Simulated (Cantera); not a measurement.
A closed system holds: 1 mol MgO, 0.71 mol C, 0.012 mol CO, equilibrated at 2550 K and 0.000840 bar.

Equilibrium computed with Cantera from the NASA thermochemical tables; the gas is ideal and each condensed phase is pure. Candidate condensed phases: C, Mg, MgCO₃, MgO; 15 gas species. Equilibrium is a limit: real reactors are often held back by kinetics, nucleation or transport.

Base state: Mg 0.518, CO 0.349, O 0.0844, CO₂ 0.0280, O₂ 0.0176, MgO 0.00370 (mole fractions); condensed: gas only.

**Question.** What changes in the equilibrium state with this change: temperature from 2550 K to 2250 K?

**Answer.** 
```
species       before    after
-----------  -------  -------
Mg             0.518    0.526
CO             0.349    0.404
CO₂           0.0280   0.0603
O             0.0844  0.00553
O₂            0.0176  0.00189
MgO          0.00370  0.00193
MgO(s), mol        0    0.179
```
